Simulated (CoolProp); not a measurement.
R227EA at 298.15 K and 0.336 MPa is compressed adiabatically to 1.52 MPa with isentropic efficiency 0.6. Each further row changes one setting.

Computed with CoolProp (reference Helmholtz-energy equation of state, Lemmon 2016).

| case | work (kJ/kg) | final temperature (K) | final phase | final density (kg/m³) |
|---|---|---|---|---|
| as stated | (withheld) | 351.3 | gas | 125 |
| efficiency 1 | (withheld) | (withheld) | (withheld) | 141 |
| efficiency 0.65 | (withheld) | 349.3 | gas | (withheld) |

### Question
Fill in the missing entries.

### Answer

- as stated, work (kJ/kg): 31.3
- efficiency 1, work (kJ/kg): 18.8
- efficiency 1, final temperature (K): 344.1
- efficiency 1, final phase: two-phase, vapour fraction 0.950
- efficiency 0.65, work (kJ/kg): 28.9
- efficiency 0.65, final density (kg/m³): 127
